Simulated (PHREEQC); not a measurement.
Consider water at 19 °C with 0.0091 mol/kgw HCl, 0.21 mol/kgw (NH4)2SO4 and 0.00094 mol/kgw Na2CO3. Closed to the air; pH follows from the charge balance.

Equilibrium calculation in PHREEQC: ion-association model, wateq4f.dat.

Q: The ionic strength comes out as 0.428 mol/kgw. What activity coefficients do NH4+, NaSO4-, H+, Cl-, SO4-2 get?

A: NH4+ 0.73, NaSO4- 0.70, H+ 0.77, Cl- 0.66, SO4-2 0.22.

Precipitation was switched off in this run.
